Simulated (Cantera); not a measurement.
Input (Python, Cantera) and output of one run.

```python
import numpy as np
import cantera as ct

gas_names = """
    B BN BO BO2 B2 B2O B2O2 B2O3 N NO NO2 NO3 N2 N2O O O2 O3
""".split()
cond_names = """
    B(b) B(L) BN(s) B2O3(L)
""".split()


# ... load() reads the species with a 1 bar reference pressure and builds the phases ...
atoms = {
    'B2O3': {'B': 2, 'O': 3},
    'N2': {'N': 2},
}
top_T = {'BN(s)': 3200}  # K; cautious upper limits of use, not melting points


# ... equilibrate(T, P, feed) seeds the gas with the atoms and calls Mixture.equilibrate('TP', solver="vcs", rtol=1e-11, max_steps=5000) ...
results = []
feed = {'B2O3': 1, 'N2': 0.98}  # mol
T = 798.15  # K
P = 133.322  # Pa
mix = equilibrate(T, P, feed)
results.append((T, P, feed, dict(zip(mix.species_names, mix.species_moles))))
x = sorted(zip(gas.X, gas.species_names), reverse=True)
print(f"T = {T:g} K  P = {P:g} Pa  gas = {mix.phase_moles(0):.4g} mol")
print("   x: " + "  ".join(f"{s} {v:.3e}" for v, s in x if v > 1e-06))
print("   condensed (mol): " + ("  ".join(f"{mix.phase(i).name} {mix.phase_moles(i):.4g}"
      for i in range(1, mix.n_phases) if mix.phase_moles(i) > 1e-12) or "none"))
```

It prints:

```
T = 798.15 K  P = 133.322 Pa  gas = 0.98 mol
   x: N2 1.000e+00
   condensed (mol): B2O3(L) 1
```

Cantera equilibrium calculation (NASA polynomials, part measured and part estimated; ideal gas, pure solids and liquids).
